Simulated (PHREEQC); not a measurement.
**Spent oxide etchant (model solution)**

Make-up at 20 °C: 0.05 mol/kgw NH4HF2, 0.01 mol/kgw (NH4)2SiF6 and 0.00068 mol/kgw HBF4. Closed to the air; pH follows from the charge balance.

Equilibrium calculation in PHREEQC: ion-association model, wateq4f.dat.

Precipitation was switched off in this run.

Question: What pH, ionic strength does the model give?

Answer: pH 3.11; ionic strength 0.0809 mol/kgw.

Question: In which forms is F present?

Answer: SiF6-2 37 %, F- 27 %, HF 22 %, HF2- 7.3 %, H2F2 5.0 %, BF4- 1.7 % of the F.

Complexes and solids missing from the database can't appear. SiF6-2 is the database's only silicon fluoride. Real BF4- forms and hydrolyses slowly; the run takes it at equilibrium.
